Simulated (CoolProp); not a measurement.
Saturation properties of nitrogen (Tc = 126.2 K, pc = 3.396 MPa, ω = 0.037).

Values from CoolProp's reference Helmholtz-energy equation of state, Span 2000.

```csv
T (K),p (MPa),vapour density (kg/m³),enthalpy of vaporisation (kJ/kg),vapour viscosity (µPa s)
88.8,0.3248,?,182.5,?
91.3,0.4022,16.74,178.2,6.60
93.9,0.4963,20.50,173.5,6.83
96.5,0.6054,24.89,168.4,7.08
99.1,0.7308,30.00,163.0,7.34
101.6,0.8681,?,157.3,7.60
104.2,1.030,42.61,150.9,7.89
106.8,1.212,?,143.9,8.20
109.4,1.415,60.16,?,8.54
111.9,1.634,70.93,128.0,8.91
114.5,1.886,84.38,118.3,9.35
117.1,2.165,101.0,107.1,9.87
```

Q: Complete the blanks.

A: 
- 88.8, vapour density (kg/m³): 13.66
- 88.8, vapour viscosity (µPa s): 6.38
- 101.6, vapour density (kg/m³): 35.71
- 106.8, vapour density (kg/m³): 50.68
- 109.4, enthalpy of vaporisation (kJ/kg): 136.2

It boils at 77.4 K under 1 atm.

Viscosity comes from a separate model (Lemmon 2004).
